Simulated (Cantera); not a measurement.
Cantera run:

```python
import numpy as np
import cantera as ct

gas_names = """
    N NO NO2 NO3 N2 N2O O O2 O3 V VN VO VO2
""".split()
cond_names = """
    V(cr) V(L) VN(s) VO(s) VO(L) V2O3(s) V2O3(L) V2O4(I) V2O4(II) V2O4(L) V2O5(s) V2O5(L)
""".split()


# ... load() reads the species with a 1 bar reference pressure and builds the phases ...
atoms = {
    'V': {'V': 1},
    'N2O': {'N': 2, 'O': 1},
}
top_T = {'VN(s)': 2300}  # K; cautious upper limits of use, not melting points


# ... equilibrate(T, P, feed) seeds the gas with the atoms and calls Mixture.equilibrate('TP', solver="vcs", rtol=1e-11, max_steps=5000) ...
results = []
P = 10000  # Pa
for T in [1350, 1400, 1450, 1500, 1550, 1600, 1650, 1700, 1750, 1800, 1850, 1900, 1950, 2000]:
    for m in [2.3, 2.8, 3.4, 4.2, 5.1, 6.3, 7.7, 9.4, 11]:
        feed = {'V': 1, 'N2O': m}  # mol
        mix = equilibrate(T, P, feed)
        results.append((T, P, feed, dict(zip(mix.species_names, mix.species_moles))))

for T, P, feed, n in results:
    print(f"{T:7g} {feed['N2O']:10.4g}  " + (" + ".join(c for c in cond_names if n.get(c, 0) > 1e-12) or "gas only"))
```

Output:

```
   1350        2.3  V2O4(II)
   1350        2.8  V2O4(II) + V2O5(L)
   1350        3.4  V2O5(L)
   1350        4.2  V2O5(L)
   1350        5.1  V2O5(L)
   1350        6.3  V2O5(L)
   1350        7.7  V2O5(L)
   1350        9.4  V2O5(L)
   1350         11  V2O5(L)
   1400        2.3  V2O4(II)
   1400        2.8  V2O4(II)
   1400        3.4  V2O4(II) + V2O5(L)
   1400        4.2  V2O5(L)
   1400        5.1  V2O5(L)
   1400        6.3  V2O5(L)
   1400        7.7  V2O5(L)
   1400        9.4  V2O5(L)
   1400         11  V2O5(L)
   1450        2.3  V2O4(II)
   1450        2.8  V2O4(II)
   1450        3.4  V2O4(II)
   1450        4.2  V2O4(II)
   1450        5.1  V2O4(II) + V2O5(L)
   1450        6.3  V2O5(L)
   1450        7.7  V2O5(L)
   1450        9.4  V2O5(L)
   1450         11  V2O5(L)
   1500        2.3  V2O4(II)
   1500        2.8  V2O4(II)
   1500        3.4  V2O4(II)
   1500        4.2  V2O4(II)
   1500        5.1  V2O4(II)
   1500        6.3  V2O4(II)
   1500        7.7  V2O4(II)
   1500        9.4  V2O4(II)
   1500         11  V2O4(II)
   1550        2.3  V2O4(II)
   1550        2.8  V2O4(II)
   1550        3.4  V2O4(II)
   1550        4.2  V2O4(II)
   1550        5.1  V2O4(II)
   1550        6.3  V2O4(II)
   1550        7.7  V2O4(II)
   1550        9.4  V2O4(II)
   1550         11  V2O4(II)
   1600        2.3  V2O4(II)
   1600        2.8  V2O4(II)
   1600        3.4  V2O4(II)
   1600        4.2  V2O4(II)
   1600        5.1  V2O4(II)
   1600        6.3  V2O4(II)
   1600        7.7  V2O4(II)
   1600        9.4  V2O4(II)
   1600         11  V2O4(II)
   1650        2.3  V2O4(II)
   1650        2.8  V2O4(II)
   1650        3.4  V2O4(II)
   1650        4.2  V2O4(II)
   1650        5.1  V2O4(II)
   1650        6.3  V2O4(II)
   1650        7.7  V2O4(II)
   1650        9.4  V2O4(II)
   1650         11  V2O4(II)
   1700        2.3  V2O4(II)
   1700        2.8  V2O4(II)
   1700        3.4  V2O4(II)
   1700        4.2  V2O4(II)
   1700        5.1  V2O4(II)
   1700        6.3  V2O4(II)
   1700        7.7  V2O4(II)
   1700        9.4  V2O4(II)
   1700         11  V2O4(II)
   1750        2.3  V2O4(II)
   1750        2.8  V2O4(II)
   1750        3.4  V2O4(II)
   1750        4.2  V2O4(II)
   1750        5.1  V2O4(II)
   1750        6.3  V2O4(II)
   1750        7.7  V2O4(II)
   1750        9.4  V2O4(II)
   1750         11  V2O4(II)
   1800        2.3  V2O4(II)
   1800        2.8  V2O4(II)
   1800        3.4  V2O4(II)
   1800        4.2  V2O4(II)
   1800        5.1  V2O4(II)
   1800        6.3  V2O4(II)
   1800        7.7  V2O4(II)
   1800        9.4  V2O4(II)
   1800         11  V2O4(II)
   1850        2.3  V2O4(L)
   1850        2.8  V2O4(L)
   1850        3.4  V2O4(L)
   1850        4.2  V2O4(L)
   1850        5.1  V2O4(L)
   1850        6.3  V2O4(L)
   1850        7.7  V2O4(L)
   1850        9.4  V2O4(L)
   1850         11  V2O4(L)
   1900        2.3  V2O4(L)
   1900        2.8  V2O4(L)
   1900        3.4  V2O4(L)
   1900        4.2  V2O4(L)
   1900        5.1  V2O4(L)
   1900        6.3  V2O4(L)
   1900        7.7  V2O4(L)
   1900        9.4  V2O4(L)
   1900         11  V2O4(L)
   1950        2.3  V2O4(L)
   1950        2.8  V2O4(L)
   1950        3.4  V2O4(L)
   1950        4.2  V2O4(L)
   1950        5.1  V2O4(L)
   1950        6.3  V2O4(L)
   1950        7.7  V2O4(L)
   1950        9.4  V2O4(L)
   1950         11  V2O4(L)
   2000        2.3  V2O4(L)
   2000        2.8  V2O4(L)
   2000        3.4  V2O4(L)
   2000        4.2  V2O4(L)
   2000        5.1  V2O4(L)
   2000        6.3  V2O4(L)
   2000        7.7  V2O4(L)
   2000        9.4  V2O4(L)
   2000         11  V2O4(L)
```

These are equilibrium values from Cantera (NASA tables, ideal gas, pure condensed phases), not measurements of a reactor. Mutual solubility and eutectic melting of coexisting phases are not modelled. Condensed phases not in the tables: the oxides between V2O3 and V2O5 other than VO2. Gases not in the tables: V4O10.
